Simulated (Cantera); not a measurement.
# Thermodynamics of aluminium and copper etching, feed Cu + F₂ + N₂

Feed: 1 mol Cu, 0.42 mol F₂, 0.67 mol N₂, equilibrated at 998.15 K and 100000 Pa.

Cantera equilibrium calculation (NASA polynomials, part measured and part estimated; ideal gas, pure solids and liquids). Candidate condensed phases: Cu, CuF₂; 11 gas species. Equilibrium is a limit: real reactors are often held back by kinetics, nucleation or transport.

| Item | Result |
|---|---|
| x(N₂) | 1.000 |
| x(CuF) | 1.23e-5 |
| x(CuF₂) | 1.13e-5 |
| n(Cu(s)) | 0.580 mol |
| n(CuF₂(s)) | 0.420 mol |
| gas amount | 0.6700 mol |
